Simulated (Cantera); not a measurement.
Gas mixture: 100 % H2, at 100000 Pa, frozen composition.

Cantera's kinetic-theory transport with the Lennard-Jones parameters of GRI-Mech 3.0, ideal gas; thermal conductivity in the multicomponent form.

One state of this run: ρ (kg/m³) = 0.0147; cp (J/kg/K) = 16320; μ (µPa s) = 27.2; λ (mW/m/K) = 641; Pr = 0.692; D (cm²/s) H2 = 2770; D (cm²/s) NO = 13.6; D (cm²/s) CH3 = 12.8. D: mixture-averaged diffusion coefficient of that species in the mixture.

### Question
Which value of T (K) does it belong to?
A) 900
B) 1400
C) 1650
D) 400

### Answer
C, 1650
